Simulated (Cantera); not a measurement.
Charge: 1 mol CsCl, 21 mol N2, held at 0.250 Pa.

Cantera equilibrium calculation (NASA polynomials, part measured and part estimated; ideal gas, pure solids and liquids). Candidate condensed phases: Cs, CsCl; 8 gas species. Rates play no part.

**Question.** At 873 K, list the 3 most abundant gas species with their mole fractions, and the condensed phases.

**Answer.** N2 0.955, CsCl 0.0453, Cs2Cl2 7.77e-5. Condensed: gas only.
